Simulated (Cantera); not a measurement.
Charge: 1 mol SiC, 0.28 mol O2, 1.4 mol H2, held at 1973.15 K.

Equilibrium computed with Cantera from the NASA thermochemical tables; the gas is ideal and each condensed phase is pure. Candidate condensed phases: C, C6H6, C7H8, C8H18, H2O, Si, SiC, SiO2; 123 gas species. Mutual solubility and eutectic melting of coexisting phases are not modelled. The tables hold silica as quartz up to 1696 K and as liquid above; real silica turns to tridymite and cristobalite and melts near 1996 K. Gases not in the tables: Si2H6 and higher silanes. Rates play no part.

Which condensed phases are stable at each of these points (P (Pa)): 0.100, 2.50, 63, 1600, 40000, 1000000?


```
P (Pa)           condensed phases  Si condensed (%)
-------  ------------------------  ----------------
0.100                 C(graphite)               0.0
2.50                       SiC(s)              46.0
63                         SiC(s)              69.3
1600                       SiC(s)              71.9
40000                      SiC(s)              72.0
1000000  SiC(s) + SiO2(condensed)              98.4
```

At 0.100 Pa the condensed part is C(graphite). From 2.50 Pa to 40000 Pa the condensed part is SiC(s). At 1000000 Pa the condensed part is SiC(s) + SiO2(condensed).
